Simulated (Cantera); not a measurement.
A freely propagating, adiabatic, planar premixed flame of 51.2 % H2, 10.2 % O2, 38.5 % N2, equivalence ratio 2.5, unburnt at 523 K and 36000 Pa; mixture-averaged transport, grid criteria slope 0.08 and curve 0.16, no radiation.

Cantera simulation using the H2/O2 subset of GRI-Mech 3.0, which has no nitrogen chemistry; the numbers are that mechanism's predictions, not measurements. Burning velocities carry a grid error of a few per cent, more on coarse grids.

### Question
Predict: laminar burning velocity; thermal thickness; peak x(H); peak x(O); peak x(HO2); peak x(H2O2).

### Answer
```json
{
  "laminar_burning_velocity": "600 cm/s",
  "thermal_thickness": "1.68 mm",
  "peak x(H)": "0.0976",
  "peak x(O)": "0.00280",
  "peak x(HO2)": "0.000126",
  "peak x(H2O2)": "4.85e-6"
}
```
